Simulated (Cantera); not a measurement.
**Stirred combustor or abatement burner**

A perfectly stirred reactor is fed with CH4 : O2 : N2 = 1 : 4.65 : 17.5 (molar parts), equivalence ratio 0.43, at 3750 Torr; it is adiabatic with a 500 K inlet, and is followed from long to short residence time, starting on the burning branch (τ in s: 0.081, 0.033, 0.014, 0.0057, 0.0023, 0.00096, 0.00039, 0.00016, 6.7e-05).

Detailed kinetics in Cantera: GRI-Mech 3.0 (53 species, 325 reactions).

```tsv
τ (s)	T (K)	x CH4	x O2	x C2H4	x H2	x CO	x HCO
0.081	1502	2.90e-5	0.115	1.02e-7	9.30e-6	0.000272	3.20e-9
0.033	1499	5.80e-5	0.115	3.09e-7	1.95e-5	0.000563	7.96e-9
0.014	1492	0.000118	0.115	9.03e-7	4.21e-5	0.00118	1.94e-8
0.0057	1475	0.000287	0.116	3.27e-6	0.000110	0.00287	5.17e-8
0.0023	500	0.0432	0.201	<1e-12	<1e-12	<1e-12	<1e-12
0.00096	500	0.0432	0.201	<1e-12	<1e-12	<1e-12	<1e-12
0.00039	500	0.0432	0.201	<1e-12	<1e-12	<1e-12	<1e-12
0.00016	500	0.0432	0.201	<1e-12	<1e-12	<1e-12	<1e-12
6.7e-5	500	0.0432	0.201	<1e-12	<1e-12	<1e-12	<1e-12
```
x: mole fraction; the columns are a selection and need not sum to one.
